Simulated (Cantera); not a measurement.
A Cantera script and its output.

```python
import numpy as np
import cantera as ct

gas = ct.Solution("SiF4_NH3_mec.yaml", "gas")
gas.TPX = 1800, 2666, {'NH3': 1, 'N2': 5.7}
reactor = ct.IdealGasConstPressureReactor(gas, energy="off", clone=False)
net = ct.ReactorNet([reactor])
net.rtol, net.atol = 1e-08, 1e-18
show = ['NH3', 'N2', 'N', 'N2H4', 'H2', 'NH2']
times = np.geomspace(0.0005, 200, 9)

steps = ct.SolutionArray(gas, extra=["t"])
rows = []
print(f"{'t/s':>10s}{'T/K':>9s}{'P/Pa':>11s}" + "".join(f"{s:>11s}" for s in show))
for t in times:
    while net.time < t:
        t_next = net.step()
        steps.append(gas.state, t=t_next)
    rows.append([np.interp(t, steps.t, y) for y in (steps.T, steps.P, *steps(*show).X.T)])
    print(f"{t:10.3e}{rows[-1][0]:9.1f}{rows[-1][1]:11.4g}" + "".join(f"{x:11.3e}" for x in rows[-1][2:]))
rate = np.gradient(steps.T, steps.t)
print("integrator steps:", len(steps.t))
if steps.T.max() > steps.T[0] + 200:
    print(f"time of steepest temperature rise: {steps.t[rate.argmax()]:.4e} s")
gas.TPX = 1800, 2666, {'NH3': 1, 'N2': 5.7}
gas.equilibrate("TP")
print(f"equilibrium (TP): T = {gas.T:.1f} K  " + "  ".join(f"{s} {gas[s].X[0]:.3e}" for s in show))
```

It prints:

```
       t/s      T/K       P/Pa        NH3         N2          N       N2H4         H2        NH2
 5.000e-04   1800.0       2666  1.492e-01  8.507e-01  5.920e-14  9.580e-13  1.799e-06  3.658e-06
 2.507e-03   1800.0       2666  1.492e-01  8.507e-01  1.177e-11  2.585e-11  9.348e-06  1.856e-05
 1.257e-02   1800.0       2666  1.491e-01  8.507e-01  5.723e-10  6.444e-10  5.963e-05  9.228e-05
 6.306e-02   1800.0       2666  1.479e-01  8.503e-01  1.614e-08  7.001e-09  1.444e-03  3.041e-04
 3.162e-01   1800.0       2666  1.388e-01  8.475e-01  1.425e-07  5.038e-09  1.341e-02  2.579e-04
 1.586e+00   1800.0       2666  1.046e-01  8.371e-01  3.551e-07  2.261e-09  5.807e-02  1.728e-04
 7.953e+00   1800.0       2666  3.627e-02  8.162e-01  3.643e-07  4.019e-10  1.473e-01  7.286e-05
 3.988e+01   1800.0       2666  1.375e-03  8.055e-01  2.235e-07  3.410e-12  1.928e-01  6.723e-06
 2.000e+02   1800.0       2666  3.895e-06  8.048e-01  1.313e-08  2.032e-16  1.942e-01  5.216e-08
integrator steps: 1912
equilibrium (TP): T = 1800.0 K  NH3 5.928e-08  N2 8.048e-01  N 2.002e-10  N2H4 4.785e-20  H2 1.942e-01  NH2 7.942e-10
```

Detailed kinetics in Cantera: the gas-phase N/H chemistry of the illustrative SiF4/NH3 mechanism in the Surface Chemkin manual (1991). Walls and surfaces, which speed up NH3 decomposition in real reactors, are not modelled.
